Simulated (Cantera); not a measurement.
# Low-pressure radical oxidation in H2/O2

An isothermal, constant-pressure homogeneous reactor starts with H2 : O2 = 0.17 : 1 (molar parts), at 1225 K and 0.825 Torr.

Model: the H2/O2 subset of GRI-Mech 3.0, which has no nitrogen chemistry, integrated in Cantera. Radical loss at walls, strong at low pressure, is not modelled. The temperature is held fixed by assumption; the heat of reaction is taken as removed at once.

```tsv
t (s)	x H2	x O2	x OH	x HO2	x O
7.00e-5	0.145	0.855	6.25e-11	1.05e-9	6.51e-11
0.000159	0.145	0.855	2.87e-10	2.38e-9	3.14e-10
0.000363	0.145	0.855	1.20e-9	5.42e-9	1.44e-9
0.000825	0.145	0.855	4.76e-9	1.23e-8	6.52e-9
0.00188	0.145	0.855	2.50e-8	2.81e-8	3.80e-8
0.00427	0.145	0.855	4.40e-7	6.39e-8	6.88e-7
0.00973	0.144	0.854	0.000218	1.92e-7	0.000343
0.0221	0.00674	0.762	0.00936	5.56e-7	0.0656
0.0504	0.00528	0.760	0.00849	5.50e-7	0.0693
0.115	0.00518	0.762	0.00842	5.53e-7	0.0675
0.261	0.00497	0.767	0.00827	5.58e-7	0.0637
0.594	0.00448	0.777	0.00791	5.67e-7	0.0557
1.35	0.00348	0.795	0.00705	5.73e-7	0.0411
3.08	0.00191	0.818	0.00530	5.35e-7	0.0213
7.00	0.000608	0.835	0.00302	3.83e-7	0.00657
```
x: mole fraction; the columns are a selection and need not sum to one.

Equilibrium at this temperature and pressure: H2 1.09e-7, O2 0.843, OH 4.08e-5, HO2 1.14e-8, O 1.17e-6 (gas phase only).
